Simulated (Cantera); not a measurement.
What does this Cantera script print?

```python
import numpy as np
import cantera as ct

gas_names = """
    Fe FeO Fe(OH)2 H HO2 H2 H2O H2O2 H2S H2SO4 O OH O2 O3 S SH SO SO2 SO3 S2 S2O S8
""".split()
cond_names = """
    Fe(a) Fe(c) Fe(d) Fe(L) FeO(s) FeO(L) Fe(OH)2(s) Fe(OH)3(s) FeS(a) FeS(b) FeS(c) FeS(L) FeSO4(s)
    FeS2(s) Fe2O3(s) Fe2S3O12(s) Fe3O4(s) H2O(s) H2O(L) H2SO4(L) S(cr1) S(cr2) S(L)
""".split()


def load(file, names, dense=False):
    # The tables refer to 1 bar. Condensed volumes are neglected.
    table = {s.name: s for s in ct.Species.list_from_file(file)}
    out = []
    for n in names:
        d = dict(table[n].input_data)
        d["thermo"] = dict(d["thermo"], **{"reference-pressure": 1e5})
        if dense:
            d["equation-of-state"] = {"model": "constant-volume", "density": "1e6 g/cm^3"}
        out.append(ct.Species.from_dict(d))
    return out


gas = ct.Solution(thermo="ideal-gas", species=load("nasa_gas.yaml", gas_names))
cond = {s.name: ct.Solution(thermo="fixed-stoichiometry", species=[s], name=s.name)
        for s in load("nasa_condensed.yaml", cond_names, dense=True)}
atoms = {
    'Fe2O3': {'Fe': 2, 'O': 3},
    'SO2': {'S': 1, 'O': 2},
    'H2O': {'H': 2, 'O': 1},
}
top_T = {'FeSO4(s)': 950, 'FeS2(s)': 1010, 'Fe2O3(s)': 1830, 'Fe2S3O12(s)': 1100, 'Fe3O4(s)': 1870}  # K; cautious upper limits of use, not melting points


def equilibrate(T, P, feed):
    n = {}
    for name, mol in feed.items():
        for a, k in atoms[name].items():
            n[a] = n.get(a, 0.0) + k * mol
    gas.TPX = T, P, n
    mass = sum(n.values()) * gas.mean_molecular_weight
    gas.equilibrate("TP")
    valid = [c for c in cond.values() if c.min_temp <= T <= top_T.get(c.name, c.max_temp)]
    mix = ct.Mixture([(gas, mass / gas.mean_molecular_weight)] + [(c, 0.0) for c in valid])
    mix.T, mix.P = T, P
    mix.equilibrate("TP", solver="vcs", rtol=1e-11, max_steps=5000)
    return mix


results = []
feed = {'Fe2O3': 1, 'SO2': 3, 'H2O': 0.14}  # mol
P = 101325  # Pa
for T in [725, 875, 1025, 1175, 1325, 1475, 1625, 1775]:
    mix = equilibrate(T, P, feed)
    results.append((T, P, feed, dict(zip(mix.species_names, mix.species_moles))))

top = {s: max(r[3][s] / sum(r[3][g] for g in gas_names) for r in results) for s in gas_names}
cols = sorted((s for s in top if top[s] > 1e-06), key=lambda s: -top[s])[:7]
seen = [c for c in cond_names if any(r[3].get(c, 0) > 1e-12 for r in results)]
print("log10 of partial pressures in bar; condensed amounts in mol")
print(f"{'T/K':>10s}" + "".join(f"{s[:9]:>10s}" for s in cols + seen))
for T, P, feed, n in results:
    ng = sum(n[g] for g in gas_names)
    print(f"{T:10.4g}" + "".join(f"{np.log10(max(n[s] / ng * P / 1e5, 1e-99)):10.3f}" for s in cols)
          + "".join(f"{n.get(c, 0):10.4g}" for c in seen))
```

Result:

```
log10 of partial pressures in bar; condensed amounts in mol
       T/K       SO2        O2       H2O       SO3        OH        SO         O  Fe2O3(s)  Fe3O4(s)
       725    -0.014   -17.919    -1.345    -6.771   -14.637    -8.767   -23.758         1         0
       875    -0.014   -13.900    -1.345    -5.977   -11.629    -7.039   -18.637         1         0
      1025    -0.014    -9.878    -1.345    -4.821    -9.205    -6.407   -14.421    0.9999 8.669e-05
      1175    -0.014    -6.792    -1.345    -3.910    -7.376    -5.983   -11.231    0.9989 0.0007528
      1325    -0.014    -4.426    -1.345    -3.214    -5.965    -5.645    -8.773    0.9936  0.004237
      1475    -0.016    -2.551    -1.346    -2.663    -4.844    -5.374    -6.817    0.9272   0.04852
      1625    -0.038    -1.309    -1.367    -2.375    -4.012    -5.029    -5.365         0    0.6667
      1775    -0.037    -1.302    -1.369    -2.628    -3.568    -4.213    -4.670         0    0.6667
```

These are equilibrium values from Cantera (NASA tables, ideal gas, pure condensed phases), not measurements of a reactor. Mutual solubility and eutectic melting of coexisting phases are not modelled.
